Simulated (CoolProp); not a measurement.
Model: reference Helmholtz-energy equation of state, Thol 2017, in CoolProp.

Give the vapour pressure (kPa), vapour density (kg/m³) of saturated octamethyltrisiloxane (MDM) at 407.4, 472 K.


```json
[
 {"T (K)": "407.4", "p (kPa)": "61.2", "vapour density (kg/m³)": "4.51"},
 {"T (K)": "472", "p (kPa)": "295", "vapour density (kg/m³)": "21.2"}
]
```
